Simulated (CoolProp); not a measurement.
Computed with CoolProp (reference Helmholtz-energy equation of state, Tillner-Roth 1997).

### Question
For CH2F2 (R32), give the phase and the cv (kJ/(kg K)), viscosity (µPa s), Prandtl number, fugacity coefficient at 154.8 K and 103 kPa; 151.9 K and 153 kPa; 362 K and 3120 kPa.

### Answer
- 154.8 K and 103 kPa: liquid; cv 1.02, viscosity 1070, Prandtl number 7.20, fugacity coefficient 0.00564
- 151.9 K and 153 kPa: liquid; cv 1.03, viscosity 1170, Prandtl number 7.79, fugacity coefficient 0.00269
- 362 K and 3120 kPa: gas; cv 0.900, viscosity 16.7, Prandtl number 0.939, fugacity coefficient 0.820

Viscosity comes from a separate model (Bell 2016), an estimate that may be off by 10 % or more. Thermal conductivity comes from a separate model (Huber 2003), an estimate that may be off by 10 % or more.
